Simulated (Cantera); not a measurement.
A Cantera script and what it prints.

```python
import numpy as np
import cantera as ct

gas_names = [...]  # 123 gases of nasa_gas.yaml made of C, H, O, Si
cond_names = """
    C(gr) C6H6(L) C7H8(L) C8H18(L),n-octa H2O(s) H2O(L) Si(cr) Si(L) SiC(b) SiO2(Lqz) SiO2(hqz) SiO2(L)
""".split()


# ... load() reads the species with a 1 bar reference pressure and builds the phases ...
atoms = {
    'SiC': {'Si': 1, 'C': 1},
    'CO2': {'C': 1, 'O': 2},
    'H2': {'H': 2},
}
top_T = {'C(gr)': 4500, 'SiC(b)': 3050}  # K; cautious upper limits of use, not melting points


# ... equilibrate(T, P, feed) seeds the gas with the atoms and calls Mixture.equilibrate('TP', solver="vcs", rtol=1e-11, max_steps=5000) ...
results = []
feed = {'SiC': 1, 'CO2': 0.015, 'H2': 1.7}  # mol
T = 1375  # K
P = 10000  # Pa
mix = equilibrate(T, P, feed)
results.append((T, P, feed, dict(zip(mix.species_names, mix.species_moles))))
x = sorted(zip(gas.X, gas.species_names), reverse=True)
print(f"T = {T:g} K  P = {P:g} Pa  gas = {mix.phase_moles(0):.4g} mol")
print("   x: " + "  ".join(f"{s} {v:.3e}" for v, s in x if v > 1e-05))
print("   condensed (mol): " + ("  ".join(f"{mix.phase(i).name} {mix.phase_moles(i):.4g}"
      for i in range(1, mix.n_phases) if mix.phase_moles(i) > 1e-12) or "none"))
```

It prints:

```
T = 1375 K  P = 10000 Pa  gas = 1.719 mol
   x: H2 9.882e-01  CO 1.145e-02  CH4 2.857e-04  SiO 3.666e-05  H 1.077e-05
   condensed (mol): SiC(b) 0.9948  SiO2(hqz) 0.005117
```

These are equilibrium values from Cantera (NASA tables, ideal gas, pure condensed phases), not measurements of a reactor. Mutual solubility and eutectic melting of coexisting phases are not modelled. The tables hold silica as quartz up to 1696 K and as liquid above; real silica turns to tridymite and cristobalite and melts near 1996 K.
